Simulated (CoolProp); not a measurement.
Vapour-liquid equilibrium of dimethyl ether (1) + chloromethane (R40) (2) at 4.56 bar; x and y are mole fractions of (1).

Computed with CoolProp (multi-fluid Helmholtz-energy mixture model, Wu 2011 and Thol 2014; pair parameters Bell 2016).

```tsv
x	bubble temperature, mixture model (°C)	bubble temperature, Raoult's law (°C)	y, mixture model	y, Raoult's law
0.05	17.4	17.1	0.043	0.051
0.2	18.0	17.0	0.186	0.204
0.35	18.4	16.8	0.341	0.355
0.5	18.5	16.7	0.504	0.506
0.65	18.2	16.6	0.667	0.655
0.8	17.6	16.5	0.821	0.804
0.95	16.7	16.4	0.959	0.951
```

The largest gap from Raoult's law is +1.8 K in bubble temperature, at x = 0.5. y crosses x between x = 0.35 and 0.5: the model has an azeotrope there.

The pair parameters rest on a limited set of measurements; away from them the model extrapolates.
